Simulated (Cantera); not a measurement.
## Thermodynamics of silicon nitride deposition, feed SiH₂Cl₂ + NH₃ + N₂

Input: 1 mol SiH₂Cl₂, 0.5 mol NH₃, 1.2 mol N₂, at 1402 °C and 1.00 Torr.

Cantera equilibrium calculation (NASA polynomials, part measured and part estimated; ideal gas, pure solids and liquids). Candidate condensed phases: NH₄Cl, Si, Si₃N₄; 28 gas species. The tables' values for SiCl₃, SiCl are old estimates; treat these amounts as uncertain. Kinetics and transport are ignored.

```yaml
x(H₂): 0.351
x(N₂): 0.345
x(SiCl₂): 0.171
x(HCl): 0.129
x(H): 0.00188
x(SiCl₃): 0.00124
x(Cl): 0.000540
x(SiCl): 0.000497
x(Si): 0.000326
n(Si(s)): 0.272 mol
gas_amount: 4.205 mol
```
